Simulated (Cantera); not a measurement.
Input (Python, Cantera):

```python
import numpy as np
import cantera as ct

gas = ct.Solution("gri30.yaml")
gas.TPX = 1550, 101325, {'CO': 1, 'H2': 0.19, 'CH4': 0.34, 'O2': 0.85, 'N2': 3.2}
reactor = ct.IdealGasConstPressureReactor(gas, energy="on", clone=False)
net = ct.ReactorNet([reactor])
net.rtol, net.atol = 1e-08, 1e-16
show = ['CO', 'H2', 'CH4', 'N2O', 'H', 'O2', 'H2O2']
times = np.geomspace(2e-06, 3, 12)

steps = ct.SolutionArray(gas, extra=["t"])
rows = []
print(f"{'t/s':>10s}{'T/K':>9s}{'P/Pa':>11s}" + "".join(f"{s:>11s}" for s in show))
for t in times:
    while net.time < t:
        t_next = net.step()
        steps.append(gas.state, t=t_next)
    rows.append([np.interp(t, steps.t, y) for y in (steps.T, steps.P, *steps(*show).X.T)])
    print(f"{t:10.3e}{rows[-1][0]:9.1f}{rows[-1][1]:11.4g}" + "".join(f"{x:11.3e}" for x in rows[-1][2:]))
rate = np.gradient(steps.T, steps.t)
print("integrator steps:", len(steps.t))
if steps.T.max() > steps.T[0] + 200:
    print(f"time of steepest temperature rise: {steps.t[rate.argmax()]:.4e} s")
gas.TPX = 1550, 101325, {'CO': 1, 'H2': 0.19, 'CH4': 0.34, 'O2': 0.85, 'N2': 3.2}
gas.equilibrate("HP")
print(f"equilibrium (HP): T = {gas.T:.1f} K  " + "  ".join(f"{s} {gas[s].X[0]:.3e}" for s in show))
```

Result:

```
       t/s      T/K       P/Pa         CO         H2        CH4        N2O          H         O2       H2O2
 2.000e-06   1550.0  1.013e+05  1.792e-01  3.405e-02  6.093e-02  3.546e-13  1.233e-07  1.523e-01  1.584e-09
 7.286e-06   1550.0  1.013e+05  1.792e-01  3.405e-02  6.093e-02  2.619e-12  2.924e-07  1.523e-01  1.163e-08
 2.654e-05   1550.0  1.013e+05  1.792e-01  3.404e-02  6.089e-02  2.153e-11  1.454e-06  1.523e-01  3.541e-08
 9.670e-05   1558.5  1.013e+05  1.790e-01  3.373e-02  5.844e-02  7.124e-10  5.519e-05  1.508e-01  5.396e-07
 3.523e-04   2665.8  1.013e+05  1.539e-01  2.919e-02  8.006e-15  1.351e-07  2.061e-02  1.229e-02  1.017e-07
 1.283e-03   2800.2  1.013e+05  1.508e-01  2.752e-02  2.714e-14  2.542e-07  1.360e-02  8.145e-03  1.298e-07
 4.675e-03   2794.6  1.013e+05  1.513e-01  2.784e-02  2.869e-14  2.835e-07  1.341e-02  7.609e-03  1.243e-07
 1.703e-02   2794.4  1.013e+05  1.513e-01  2.785e-02  2.874e-14  2.846e-07  1.340e-02  7.593e-03  1.242e-07
 6.205e-02   2794.4  1.013e+05  1.513e-01  2.785e-02  2.874e-14  2.846e-07  1.340e-02  7.593e-03  1.242e-07
 2.260e-01   2794.4  1.013e+05  1.513e-01  2.785e-02  2.874e-14  2.846e-07  1.340e-02  7.593e-03  1.242e-07
 8.235e-01   2794.4  1.013e+05  1.513e-01  2.785e-02  2.874e-14  2.846e-07  1.340e-02  7.593e-03  1.242e-07
 3.000e+00   2794.4  1.013e+05  1.513e-01  2.785e-02  2.874e-14  2.846e-07  1.340e-02  7.593e-03  1.242e-07
integrator steps: 1671
time of steepest temperature rise: 1.7363e-04 s
equilibrium (HP): T = 2794.4 K  CO 1.513e-01  H2 2.785e-02  CH4 3.648e-14  N2O 2.846e-07  H 1.340e-02  O2 7.593e-03  H2O2 1.242e-07
```

Detailed kinetics in Cantera: GRI-Mech 3.0 (53 species, 325 reactions).
